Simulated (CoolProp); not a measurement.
Vapour pressure (MPa) of chlorine: the reference equation beside estimates from Tc = 416.9 K, pc = 7.642 MPa, ω = 0.070.

Model: reference Helmholtz-energy equation of state, Thol 2021, in CoolProp.

```tsv
T (K)	reference	Redlich-Kwong	Soave-Redlich-Kwong
332.6	1.783	1.844	1.776
335.7	1.905	1.969	1.898
338.8	2.033	2.101	2.025
341.9	[?]	2.238	2.159
345.1	2.311	2.386	2.303
348.2	2.457	2.535	2.449
351.3	2.609	[?]	2.602
354.4	2.768	[?]	2.761
357.5	2.934	3.021	[?]
360.6	3.106	3.196	3.100
363.7	3.286	3.378	3.281
366.8	3.473	3.566	[?]
```

Some entries are withheld; supply them.


- 341.9, reference: 2.166
- 351.3, Redlich-Kwong: 2.691
- 354.4, Redlich-Kwong: 2.852
- 357.5, Soave-Redlich-Kwong: 2.927
- 366.8, Soave-Redlich-Kwong: 3.468

Absolute difference from the reference over all 12 rows, mean and median: Redlich-Kwong 3.1 and 3.2 %, Soave-Redlich-Kwong 0.3 and 0.3 %.
